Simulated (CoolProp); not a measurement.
Values from CoolProp's reference Helmholtz-energy equation of state, Fiedler 2023.

For tetrahydrofuran, give the phase and the density (kg/m³), cp (kJ/(kg K)), cv (kJ/(kg K)), expansivity (1/kK) at 448.5 K and 0.884 MPa; 448.5 K and 7.96 MPa.


- 448.5 K and 0.884 MPa: gas; density 19.3, cp 1.77, cv 1.58, expansivity 3.25
- 448.5 K and 7.96 MPa: liquid; density 712, cp 2.35, cv 1.72, expansivity 1.98
